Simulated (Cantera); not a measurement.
An isothermal, constant-pressure homogeneous reactor starts with 3.28 % CH₄, 96.5 % H₂, 0.183 % N₂, at 1325 K and 0.0267 bar.

Computed with Cantera and GRI-Mech 3.0 (53 species, 325 reactions). GRI-Mech 3.0 stops at C3 and has no aromatics, soot or wall deposition, so with more carbon than oxygen in the feed, carbon stays in small species such as C2H2 where larger ones or solid carbon would form. Radical loss at walls, strong at low pressure, is not modelled.

Problem. Predict: x(CH₄) at 200 s; x(H₂) at 200 s; x(C₂H₆) at 200 s; x(C₂H₄) at 200 s.

Solution. 
```json
{
 "x(CH₄) at 200 s": "0.0309 (gas-phase equilibrium 0.0157)",
 "x(H₂) at 200 s": "0.966 (gas-phase equilibrium 0.974)",
 "x(C₂H₆) at 200 s": "4.34e-7 (gas-phase equilibrium 3.94e-7)",
 "x(C₂H₄) at 200 s": "5.49e-5 (gas-phase equilibrium 0.000387)"
}
```
